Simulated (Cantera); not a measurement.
Charge: 1 mol CaO, 0.67 mol Cl2, 11 mol O2, equilibrated at 1048.15 K and 200 Pa.

Method: chemical equilibrium by Gibbs-energy minimisation in Cantera with the NASA 1993 tables (ideal gas, pure condensed phases). Candidate condensed phases: Ca, CaCl2, CaO; 11 gas species. Mutual solubility and eutectic melting of coexisting phases are not modelled. Condensed phases not in the tables: oxide chlorides. The numbers say what is thermodynamically allowed, not how fast it happens.

Base state: O2 1.000, Cl 0.000157, Cl2 8.26e-5, CaCl2 6.07e-5 (mole fractions); condensed: CaCl2(l) + CaO(s).

Q: What changes in the equilibrium state with this change: CaO replaced by Fe2O3?

A: 
```json
[
 {"species": "O2", "before": "1.000", "after": "0.941"},
 {"species": "Cl2", "before": "8.26e-5", "after": "0.0542"},
 {"species": "Cl", "before": "0.000157", "after": "0.00402"},
 {"species": "FeCl3", "before": "0", "after": "0.000494"},
 {"species": "CaCl2", "before": "6.07e-5", "after": "0"},
 {"species": "FeCl2", "before": "0", "after": "0.000311"},
 {"species": "CaCl2(l), mol", "before": "0.667", "after": "0"},
 {"species": "CaO(s), mol", "before": "0.332", "after": "0"},
 {"species": "Fe2O3(s), mol", "before": "0", "after": "0.995"}
]
```
Further candidate phases: Fe, FeCl2, FeCl3, FeO, Fe2O3, Fe3O4.

Q: What changes in the equilibrium state with this change: CaO replaced by TiO2?

A: 
| species | before | after |
|---|---|---|
| O2 | 1.000 | 0.941 |
| Cl2 | 8.26e-5 | 0.0553 |
| Cl | 0.000157 | 0.00406 |
| CaCl2 | 6.07e-5 | 0 |
| CaCl2(l), mol | 0.667 | 0 |
| CaO(s), mol | 0.332 | 0 |
| TiO2(rutile), mol | 0 | 1.00 |
Condensed phases not in the tables: TiOCl. Further candidate phases: Ti, TiCl2, TiCl3, TiCl4, TiO, TiO2, Ti2O3, Ti3O5, Ti4O7.
